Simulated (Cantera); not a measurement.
Cantera run, input and output.

```python
import numpy as np
import cantera as ct

gas = ct.Solution("gri30.yaml", transport_model="mixture-averaged")
show = ['H2', 'H', 'NO']

rows = []
print(f"{'T/K':>7s}{'rho':>11s}{'cp':>10s}{'mu':>11s}{'lambda':>11s}{'Pr':>7s}" + "".join(f"{'D_' + s:>11s}" for s in show))
for T in [400, 500, 600, 700, 800, 900, 1000]:
    gas.TPX = T, 27000, {'O2': 0.51, 'NO': 0.42}
    Pr = gas.cp_mass * gas.viscosity / gas.thermal_conductivity
    D = [gas.mix_diff_coeffs_mole[gas.species_index(s)] for s in show]
    rows.append([gas.density, gas.cp_mass, gas.viscosity, gas.thermal_conductivity, Pr, *D])
    print(f"{T:7g}{gas.density:11.4e}{gas.cp_mass:10.1f}{gas.viscosity:11.4e}"
          f"{gas.thermal_conductivity:11.4e}{Pr:7.3f}" + "".join(f"{d:11.4e}" for d in D))
print("SI units: kg/m3, J/kg/K, Pa s, W/m/K, m2/s")
```

Result:

```
    T/K        rho        cp         mu     lambda     Pr       D_H2        D_H       D_NO
    400 2.5247e-01     966.3 2.4484e-05 3.3195e-02  0.713 4.8536e-04 7.8107e-04 1.2729e-04
    500 2.0197e-01     990.9 2.8670e-05 4.0073e-02  0.709 7.0631e-04 1.1516e-03 1.8680e-04
    600 1.6831e-01    1019.3 3.2495e-05 4.6787e-02  0.708 9.5805e-04 1.5747e-03 2.5469e-04
    700 1.4427e-01    1046.9 3.6053e-05 5.3271e-02  0.709 1.2387e-03 2.0468e-03 3.3040e-04
    800 1.2623e-01    1071.1 3.9405e-05 5.9512e-02  0.709 1.5466e-03 2.5651e-03 4.1349e-04
    900 1.1221e-01    1091.2 4.2591e-05 6.5523e-02  0.709 1.8807e-03 3.1275e-03 5.0362e-04
   1000 1.0099e-01    1108.7 4.5640e-05 7.1322e-02  0.709 2.2400e-03 3.7319e-03 6.0051e-04
SI units: kg/m3, J/kg/K, Pa s, W/m/K, m2/s
```

Model: GRI-Mech 3.0 (53 species, 325 reactions), integrated in Cantera.
